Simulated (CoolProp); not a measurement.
Vapour pressure (MPa) of R365MFC: the reference equation beside estimates from Tc = 460.0 K, pc = 3.266 MPa, ω = 0.377. Clausius-Clapeyron is anchored at 297.9 K with a constant enthalpy of vaporisation of 28.94 kJ/mol.

Computed with CoolProp (reference Helmholtz-energy equation of state, Lemmon 2016).

| T (K) | reference | Lee-Kesler | Clausius-Clapeyron | van der Waals | Redlich-Kwong | Soave-Redlich-Kwong |
|---|---|---|---|---|---|---|
| 282.4 | 0.02875 | 0.02786 | 0.02959 | 0.3235 | 0.08474 | 0.02804 |
| 285.5 | 0.03311 | 0.03218 | 0.03383 | 0.3440 | 0.09459 | 0.03236 |
| 288.6 | 0.03798 | 0.03704 | 0.03856 | 0.3654 | 0.1053 | 0.03721 |
| 291.7 | 0.04342 | 0.04247 | 0.04384 | 0.3877 | 0.1169 | 0.04262 |
| 294.8 | 0.04948 | 0.04852 | 0.04970 | 0.4108 | 0.1294 | 0.04867 |
| 297.9 | 0.05619 | 0.05526 | 0.05619 | 0.4349 | 0.1428 | 0.05538 |
| 301 | 0.06362 | 0.06272 | 0.06338 | 0.4599 | 0.1573 | 0.06282 |
| 304.2 | 0.07209 | 0.07125 | 0.07157 | 0.4867 | 0.1734 | 0.07132 |
| 307.3 | 0.08113 | 0.08037 | 0.08033 | 0.5137 | 0.1901 | 0.08041 |
| 310.4 | 0.09104 | 0.09040 | 0.08995 | 0.5415 | 0.2079 | 0.09040 |
| 313.5 | 0.1019 | 0.1014 | 0.1005 | 0.5704 | 0.2269 | 0.1014 |
| 316.6 | 0.1137 | 0.1134 | 0.1120 | 0.6003 | 0.2472 | 0.1133 |
| 319.7 | 0.1267 | 0.1265 | 0.1246 | 0.6312 | 0.2688 | 0.1264 |

Absolute difference from the reference over all 13 rows, mean and median: Lee-Kesler 1.5 and 1.4 %, Clausius-Clapeyron 1.2 and 1.2 %, van der Waals 656.6 and 622.9 %, Redlich-Kwong 149.6 and 147.2 %, Soave-Redlich-Kwong 1.3 and 1.3 %.
